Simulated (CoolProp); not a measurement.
Nitrogen along the isotherm -169.25 °C: fugacity coefficient from the reference equation and from simpler models built on Tc = -147.0 °C, pc = 3.396 MPa, ω = 0.037; each cubic takes its own stable root.

The numbers come from the reference Helmholtz-energy equation of state, Span 2000 in CoolProp.

```tsv
p (MPa)	phase	reference	van der Waals	Redlich-Kwong	Soave-Redlich-Kwong
0.107	gas	0.9816	0.9852	0.9815	0.9815
0.173	gas	0.9702	0.9761	0.9701	0.9701
0.28	gas	0.9518	0.9613	0.9516	0.9516
0.453	gas	0.9221	0.9374	0.9220	0.9219
0.732	gas	0.8741	0.8988	0.8743	0.8742
1.18	liquid	0.7125	0.8361	0.7195	0.7192
1.91	liquid	0.4560	0.6349	0.4612	0.4610
3.09	liquid	0.2983	0.4259	0.3023	0.3021
4.98	liquid	0.2024	0.3000	0.2055	0.2055
8.05	liquid	0.1444	0.2262	0.1469	0.1469
13	liquid	0.1118	0.1903	0.1139	0.1138
21	liquid	0.09823	0.1891	0.09983	0.09979
34	liquid	0.1049	0.2435	0.1057	0.1057
```

At some of these states van der Waals gives the other phase, because its saturation line lies elsewhere.
